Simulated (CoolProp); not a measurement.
A single-stage vapour-compression cycle with R410A: evaporating at 210.15 K (dew point), condensing at 254.15 K (bubble point), superheat 10 K, subcooling 0 K, compressor efficiency 0.65, no pressure losses. Each further row changes one setting.

Computed with CoolProp (reference Helmholtz-energy equation of state, Lemmon 2003). It is a pseudo-pure fit of the blend.

```
case                              cooling COP  pressure ratio  discharge temperature (K)  refrigerating effect (kJ/kg)  volumetric capacity (kJ/m³)
--------------------------------  -----------  --------------  -------------------------  ----------------------------  ---------------------------
as stated                                   ?            7.71                      339.2                           229                          501
evaporating temperature 215.15 K            ?            5.82                      328.1                           232                          660
condensing temperature 249.15 K          2.92            6.37                          ?                           236                          517
subcooling 5 K                           2.61            7.71                      339.2                           236                          517
superheat 20 K                           2.49            7.71                      352.0                           236                          493
compressor efficiency 0.55               2.14            7.71                      357.1                           229                          501
```

### Question
Fill in the missing entries.

### Answer

- as stated, cooling COP: 2.53
- evaporating temperature 215.15 K, cooling COP: 2.99
- condensing temperature 249.15 K, discharge temperature (K): 327.5
